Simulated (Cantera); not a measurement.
Catalytic combustion on Pt

An isothermal plug-flow reactor at 825 K and 1.90 bar (inlet), inlet velocity 4.5 m/s, active area per volume 4300 1/m; feed H2 : O2 : N2 : H2O = 0.0031 : 0.14 : 0.79 : 0.0088 (molar parts).

Computed with Cantera and Deutschmann's 1995 Pt surface mechanism with GRI-Mech 3.0 gas chemistry. Catalytic surfaces can have several steady states; this one follows from the mechanism file's or the stated starting coverage. Mass transfer to the wall is taken as infinitely fast.

```csv
z (m),x H2,x O2,x H2O,θ free Pt,θ O*,θ OH*
0.00055,0.00139,0.148,0.0113,0.0411,0.956,0.00279
0.00098,0.000802,0.148,0.0118,0.0370,0.960,0.00269
0.0017,0.000345,0.147,0.0123,0.0341,0.963,0.00262
0.0031,7.41e-5,0.147,0.0126,0.0326,0.965,0.00257
0.0055,5.67e-6,0.147,0.0126,0.0322,0.965,0.00256
0.0098,5.79e-8,0.147,0.0127,0.0321,0.965,0.00256
0.017,2.69e-11,0.147,0.0127,0.0321,0.965,0.00256
0.031,<1e-12,0.147,0.0127,0.0321,0.965,0.00256
0.055,<1e-12,0.147,0.0127,0.0321,0.965,0.00256
```
x: gas mole fraction; θ: surface coverage.
